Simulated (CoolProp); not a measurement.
Vapour-liquid equilibrium of propane (1) + cyclopropane (2) at 1.11 MPa; x and y are mole fractions of (1).

Computed with CoolProp (multi-fluid Helmholtz-energy mixture model, Lemmon 2009 and Polt 1992; pair parameters Bell 2016). This equation is an older, rougher fit; its heat capacities, sound speeds and derivatives of the liquid may be far off and weren't checked against measurements.

| x | bubble temperature (K) | y at the bubble point | dew temperature at overall composition x (K) | liquid density (mol/L) |
|---|---|---|---|---|
| 0.05 | 313.8 | 0.070 | 314.1 | 13.89 |
| 0.2 | 310.9 | 0.255 | 311.8 | 13.35 |
| 0.35 | 308.6 | 0.414 | 309.5 | 12.84 |
| 0.5 | 306.9 | 0.554 | 307.5 | 12.36 |
| 0.65 | 305.5 | 0.685 | 305.9 | 11.90 |
| 0.8 | 304.7 | 0.814 | 304.8 | 11.47 |
| 0.95 | 304.3 | 0.951 | 304.3 | 11.07 |

No azeotrope shows between x = 0.05 and 0.95.

The pair parameters rest on a limited set of measurements; away from them the model extrapolates.
